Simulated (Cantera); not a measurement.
A Cantera script and what it prints.

```python
import numpy as np
import cantera as ct

gas_names = """
    H H2 N NH NH2 NH3 N2 N2H2 N2H4 Si SiH SiH2 SiH3 SiH4 SiN Si2 Si2N Si3
""".split()
cond_names = """
    Si(cr) Si(L) Si3N4(a)
""".split()


# ... load() reads the species with a 1 bar reference pressure and builds the phases ...
atoms = {
    'trisilylamine': {'Si': 3, 'N': 1, 'H': 9},
    'NH3': {'N': 1, 'H': 3},
}
top_T = {'Si3N4(a)': 2400}  # K; cautious upper limits of use, not melting points


# ... equilibrate(T, P, feed) seeds the gas with the atoms and calls Mixture.equilibrate('TP', solver="vcs", rtol=1e-11, max_steps=5000) ...
results = []
feed = {'trisilylamine': 1, 'NH3': 0.46}  # mol
P = 1333.22  # Pa
for T in [723, 823, 923, 1023, 1123, 1223, 1323, 1423, 1523, 1623, 1723, 1823, 1923, 2023]:
    mix = equilibrate(T, P, feed)
    results.append((T, P, feed, dict(zip(mix.species_names, mix.species_moles))))

top = {s: max(r[3][s] / sum(r[3][g] for g in gas_names) for r in results) for s in gas_names}
cols = sorted((s for s in top if top[s] > 1e-06), key=lambda s: -top[s])[:6]
seen = [c for c in cond_names if any(r[3].get(c, 0) > 1e-12 for r in results)]
print("log10 of partial pressures in bar; condensed amounts in mol")
print(f"{'T/K':>10s}" + "".join(f"{s[:9]:>10s}" for s in cols + seen))
for T, P, feed, n in results:
    ng = sum(n[g] for g in gas_names)
    print(f"{T:10.4g}" + "".join(f"{np.log10(max(n[s] / ng * P / 1e5, 1e-99)):10.3f}" for s in cols)
          + "".join(f"{n.get(c, 0):10.4g}" for c in seen))
```

It prints:

```
log10 of partial pressures in bar; condensed amounts in mol
       T/K        H2        N2         H        Si       SiH      SiH2    Si(cr)     Si(L)  Si3N4(a)
       723    -1.875   -18.268   -14.011   -24.728   -22.303   -16.740     1.905         0     0.365
       823    -1.875   -14.984   -12.072   -20.787   -19.027   -14.618     1.905         0     0.365
       923    -1.875   -12.414   -10.549   -17.703   -16.466   -12.956     1.905         0     0.365
      1023    -1.875   -10.349    -9.321   -15.225   -14.410   -11.619     1.905         0     0.365
      1123    -1.875    -8.655    -8.308   -13.191   -12.724   -10.521     1.905         0     0.365
      1223    -1.875    -7.241    -7.459   -11.492   -11.316    -9.602     1.905         0     0.365
      1323    -1.875    -6.044    -6.737   -10.052   -10.124    -8.823     1.906         0    0.3648
      1423    -1.875    -5.019    -6.115    -8.816    -9.102    -8.154     1.911         0    0.3631
      1523    -1.878    -4.131    -5.575    -7.744    -8.217    -7.575     1.948         0    0.3505
      1623    -1.890    -3.354    -5.105    -6.806    -7.448    -7.079     2.172         0     0.276
      1723    -1.933    -2.784    -4.706    -6.007    -6.816    -6.703         0     2.999         0
      1823    -1.934    -2.785    -4.330    -5.355    -6.293    -6.388         0     2.997         0
      1923    -1.936    -2.786    -3.994    -4.770    -5.826    -6.108         0     2.991         0
      2023    -1.942    -2.790    -3.692    -4.245    -5.407    -5.859         0      2.97         0
```

These are equilibrium values from Cantera (NASA tables, ideal gas, pure condensed phases), not measurements of a reactor. The feed counts by its element totals alone. Mutual solubility and eutectic melting of coexisting phases are not modelled. The tables' values for SiN are old estimates; treat these amounts as uncertain. Gases not in the tables: Si2H6 and higher silanes.
